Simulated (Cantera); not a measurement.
What does this Cantera script print?

```python
import numpy as np
import cantera as ct

gas = ct.Solution("gri30.yaml")
gas.TPX = 550, 660000, {'CH4': 1, 'O2': 1.67, 'N2': 6.27}
flame = ct.FreeFlame(gas, width=0.011)
flame.set_refine_criteria(ratio=3, slope=0.08, curve=0.16)
flame.transport_model = "mixture-averaged"
flame.solve(loglevel=0, auto=True)
z, T = flame.grid, flame.T
thick = (T[-1] - T[0]) / np.gradient(T, z).max()
show = ['CH4', 'O2', 'H2', 'OH', 'C2H', 'C2H2']
print(f"laminar burning velocity  {flame.velocity[0] * 100:.3f} cm/s")
print(f"burnt temperature         {T[-1]:.1f} K")
print(f"thermal thickness         {thick * 1e3:.4f} mm")
print(f"grid points               {len(z)}")
z0 = z[flame.heat_release_rate.argmax()]
print(f"{'z/mm':>9s}{'T/K':>9s}{'u/(m/s)':>9s}" + "".join(f"{s:>11s}" for s in show))
rows = []
for k in (-3, -2, -1.5, -1, -0.5, -0.25, 0, 0.25, 0.5, 1, 2, 4, 8):
    zz = z0 + k * thick
    rows.append([k * thick, np.interp(zz, z, T), np.interp(zz, z, flame.velocity),
                 *(np.interp(zz, z, flame.X[gas.species_index(s)]) for s in show)])
    print(f"{rows[-1][0] * 1e3:9.3f}{rows[-1][1]:9.1f}{rows[-1][2]:9.3f}" + "".join(f"{x:11.3e}" for x in rows[-1][3:]))
```

It prints:

```
laminar burning velocity  46.989 cm/s
burnt temperature         2319.1 K
thermal thickness         0.0985 mm
grid points               144
     z/mm      T/K  u/(m/s)        CH4         O2         H2         OH        C2H       C2H2
   -0.296    550.9    0.472  1.115e-01  1.863e-01  2.181e-03  4.786e-12  2.811e-24  5.734e-08
   -0.197    558.7    0.480  1.105e-01  1.853e-01  5.356e-03  4.289e-10  6.306e-21  8.001e-07
   -0.148    582.5    0.502  1.083e-01  1.831e-01  8.871e-03  5.118e-09  3.946e-19  3.874e-06
   -0.099    714.0    0.621  9.862e-02  1.720e-01  1.500e-02  1.550e-07  1.589e-15  3.215e-05
   -0.049   1214.0    1.074  6.337e-02  1.246e-01  2.337e-02  1.040e-05  1.477e-10  2.224e-04
   -0.025   1635.9    1.460  3.256e-02  7.868e-02  2.750e-02  1.324e-04  2.883e-08  5.012e-04
    0.000   2011.8    1.806  7.115e-03  3.220e-02  2.893e-02  1.204e-03  9.270e-07  7.639e-04
    0.025   2170.5    1.945  5.519e-04  9.566e-03  2.669e-02  3.272e-03  8.302e-07  2.017e-04
    0.049   2217.1    1.980  3.137e-05  3.352e-03  2.559e-02  3.968e-03  9.857e-08  1.853e-05
    0.099   2255.9    2.008  2.394e-07  1.120e-03  2.565e-02  3.427e-03  1.217e-09  2.518e-07
    0.197   2287.9    2.033  4.105e-10  4.465e-04  2.566e-02  2.359e-03  2.882e-12  8.340e-10
    0.394   2308.0    2.050  1.793e-12  1.630e-04  2.554e-02  1.464e-03  6.237e-15  2.760e-12
    0.788   2316.8    2.056  1.017e-12  6.842e-05  2.548e-02  9.827e-04  1.946e-17  1.315e-14
```

Computed with Cantera and GRI-Mech 3.0 (53 species, 325 reactions). Burning velocities carry a grid error of a few per cent, more on coarse grids.
